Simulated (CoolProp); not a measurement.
Computed with CoolProp (reference Helmholtz-energy equation of state, Akasaka 2022).

Task: For R1233zd(E), give the phase and the cp (kJ/(kg K)), cv (kJ/(kg K)) at 83.75 °C and 101 kPa; 123.25 °C and 101 kPa.

Result: 
- 83.75 °C and 101 kPa: gas; cp 0.880, cv 0.810
- 123.25 °C and 101 kPa: gas; cp 0.927, cv 0.858
